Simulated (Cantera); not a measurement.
Stirred combustor or abatement burner

A perfectly stirred reactor is fed with 14.2 % CH4, 0.624 % CO, 17.9 % O2, 67.3 % N2, at 1800 Torr; it is adiabatic with a 700 K inlet, and is followed from long to short residence time, starting on the burning branch (τ in s: 0.02, 0.011, 0.0062, 0.0034, 0.0019, 0.0011, 0.00058, 0.00032, 0.00018, 0.0001, 5.5e-05, 3.1e-05, 1.7e-05).

Cantera simulation using GRI-Mech 3.0 (53 species, 325 reactions); the numbers are that mechanism's predictions, not measurements.

```json
[
 {"τ (s)": "0.020", "T (K)": "2126", "x CH4": "0.00101", "x CO": "0.0981", "x O2": "0.000219", "x C2H2": "0.000323", "x HCO": "1.60e-7", "x C2H6": "2.23e-7"},
 {"τ (s)": "0.011", "T (K)": "2126", "x CH4": "0.00143", "x CO": "0.0969", "x O2": "0.000373", "x C2H2": "0.000611", "x HCO": "2.31e-7", "x C2H6": "4.98e-7"},
 {"τ (s)": "0.0062", "T (K)": "2126", "x CH4": "0.00192", "x CO": "0.0955", "x O2": "0.000616", "x C2H2": "0.00100", "x HCO": "3.42e-7", "x C2H6": "1.00e-6"},
 {"τ (s)": "0.0034", "T (K)": "2124", "x CH4": "0.00250", "x CO": "0.0938", "x O2": "0.00103", "x C2H2": "0.00151", "x HCO": "5.32e-7", "x C2H6": "1.98e-6"},
 {"τ (s)": "0.0019", "T (K)": "2119", "x CH4": "0.00314", "x CO": "0.0921", "x O2": "0.00167", "x C2H2": "0.00205", "x HCO": "8.36e-7", "x C2H6": "3.70e-6"},
 {"τ (s)": "0.0011", "T (K)": "2111", "x CH4": "0.00387", "x CO": "0.0906", "x O2": "0.00262", "x C2H2": "0.00257", "x HCO": "1.30e-6", "x C2H6": "6.62e-6"},
 {"τ (s)": "0.00058", "T (K)": "2093", "x CH4": "0.00500", "x CO": "0.0889", "x O2": "0.00451", "x C2H2": "0.00315", "x HCO": "2.19e-6", "x C2H6": "1.36e-5"},
 {"τ (s)": "0.00032", "T (K)": "2061", "x CH4": "0.00673", "x CO": "0.0875", "x O2": "0.00782", "x C2H2": "0.00365", "x HCO": "3.59e-6", "x C2H6": "2.99e-5"},
 {"τ (s)": "0.00018", "T (K)": "1982", "x CH4": "0.0112", "x CO": "0.0852", "x O2": "0.0163", "x C2H2": "0.00408", "x HCO": "5.73e-6", "x C2H6": "0.000102"},
 {"τ (s)": "0.00010", "T (K)": "700", "x CH4": "0.142", "x CO": "0.00624", "x O2": "0.179", "x C2H2": "<1e-12", "x HCO": "<1e-12", "x C2H6": "<1e-12"},
 {"τ (s)": "5.5e-5", "T (K)": "700", "x CH4": "0.142", "x CO": "0.00624", "x O2": "0.179", "x C2H2": "<1e-12", "x HCO": "<1e-12", "x C2H6": "<1e-12"},
 {"τ (s)": "3.1e-5", "T (K)": "700", "x CH4": "0.142", "x CO": "0.00624", "x O2": "0.179", "x C2H2": "<1e-12", "x HCO": "<1e-12", "x C2H6": "<1e-12"},
 {"τ (s)": "1.7e-5", "T (K)": "700", "x CH4": "0.142", "x CO": "0.00624", "x O2": "0.179", "x C2H2": "<1e-12", "x HCO": "<1e-12", "x C2H6": "<1e-12"}
]
```
x: mole fraction; the columns are a selection and need not sum to one.
